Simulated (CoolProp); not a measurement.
The fluid at 438.96 K and 6.66 MPa flows at 4.6 m/s in a round tube of 1 mm bore and 1.5 µm roughness, fully developed (64/Re and Nu = 3.66 if laminar; Colebrook and Gnielinski if turbulent). The same conditions are run with several fluids, on thermodynamics alone (safety and materials aside).

The numbers come from the reference Helmholtz-energy equation of state of each fluid (R123: Younglove 1994; toluene: Lemmon 2006; methanol: de Reuck 1993; R141b: Lemmon 2006; n-pentane: Thol 2019) in CoolProp.

Question: Rank R123, toluene, methanol, R141b, n-pentane by Reynolds number, highest first.

Answer: n-pentane (42300), R123 (41600), R141b (36700), methanol (23100), toluene (18300)

```tsv
fluid	Darcy friction factor	pressure drop (Pa/m)	heat-transfer coefficient (W/(m² K))	mass flow (kg/h)
R123	0.0259	289000	10900	13.7
toluene	0.0293	227000	11600	9.52
methanol	0.0282	190000	22200	8.27
R141b	0.0263	259000	11700	12.1
n-pentane	0.0258	128000	14900	6.10
```

Transport values come from each fluid's own correlations; those of R141b, n-pentane are estimates that may be off by 10 % or more.
